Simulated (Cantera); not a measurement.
# Reactions in the system H-N-O-Zr

Source: NASA polynomial tables (part measured, part estimated), evaluated in Cantera. Values are per mole of reaction as written; species without (g) are pure solids or liquids, kept so even where they would boil at 1 bar. ZrN: taken at fixed stoichiometry.

6 H₂O(g) + 4 NO(g) + 5 Zr = 5 ZrO₂ + 4 NH₃(g)

```csv
T (K),ΔH° (kJ),ΔS° (J/K),ΔG° (kJ),log10 K,condensed phases
1423,-4539.4,-1091.3,-2986.4,109.62,"Zr(β), ZrO₂(monoclinic)"
1473,-4535.0,-1088.3,-2931.9,103.97,"Zr(β), ZrO₂(monoclinic)"
1523,-4502.2,-1066.1,-2878.5,98.72,"Zr(β), ZrO₂(tetragonal)"
1573,-4499.3,-1064.3,-2825.2,93.82,"Zr(β), ZrO₂(tetragonal)"
1623,-4496.6,-1062.6,-2772.0,89.21,"Zr(β), ZrO₂(tetragonal)"
1673,-4494.0,-1061.0,-2719.0,84.89,"Zr(β), ZrO₂(tetragonal)"
1723,-4491.5,-1059.5,-2665.9,80.82,"Zr(β), ZrO₂(tetragonal)"
1773,-4489.1,-1058.2,-2613.0,76.98,"Zr(β), ZrO₂(tetragonal)"
1823,-4486.9,-1056.9,-2560.1,73.35,"Zr(β), ZrO₂(tetragonal)"
1873,-4484.8,-1055.8,-2507.3,69.92,"Zr(β), ZrO₂(tetragonal)"
1923,-4482.9,-1054.8,-2454.5,66.67,"Zr(β), ZrO₂(tetragonal)"
```

2 ZrN + 6 OH(g) = 2 Zr + 2 NH₃(g) + 3 O₂(g)

| T (K) | ΔH° (kJ) | ΔS° (J/K) | ΔG° (kJ) | log10 K |
|---|---|---|---|---|
| 1423 | 384.4 | -140.6 | 584.4 | -21.45 |
| 1473 | 383.8 | -141.0 | 591.5 | -20.97 |
| 1523 | 383.3 | -141.3 | 598.5 | -20.53 |
| 1573 | 382.8 | -141.6 | 605.6 | -20.11 |
| 1623 | 382.4 | -141.9 | 612.7 | -19.72 |
| 1673 | 382.0 | -142.2 | 619.8 | -19.35 |
| 1723 | 381.6 | -142.4 | 626.9 | -19.00 |
| 1773 | 381.3 | -142.6 | 634.0 | -18.68 |
| 1823 | 381.0 | -142.7 | 641.2 | -18.37 |
| 1873 | 380.7 | -142.9 | 648.3 | -18.08 |
| 1923 | 380.5 | -143.0 | 655.4 | -17.80 |
